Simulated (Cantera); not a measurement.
Input: 1 mol Al2O3, 5.6 mol N2, held at 2450 °C and 0.00710 bar.

Method: chemical equilibrium by Gibbs-energy minimisation in Cantera with the NASA 1993 tables (ideal gas, pure condensed phases). Candidate condensed phases: Al, AlN, Al2O3; 16 gas species. Kinetics and transport are ignored.

Base state: N2 0.964, O 0.0155, Al 0.00901, AlO 0.00611, NO 0.00260, Al2O 0.00180, O2 0.00107, Al2O2 6.62e-5 (mole fractions); condensed: Al2O3(l).

Q: What changes in the equilibrium state with this change: temperature from 2450 °C to 2275 °C?

A: 
```
species         before     after
-------------  -------  --------
N2               0.964     0.994
O               0.0155   0.00251
Al             0.00901   0.00169
Al2O2          6.62e-5   6.91e-6
O2             0.00107  0.000134
Al2O           0.00180  0.000254
AlO            0.00611  0.000884
Al2O3(l), mol    0.945     0.991
```
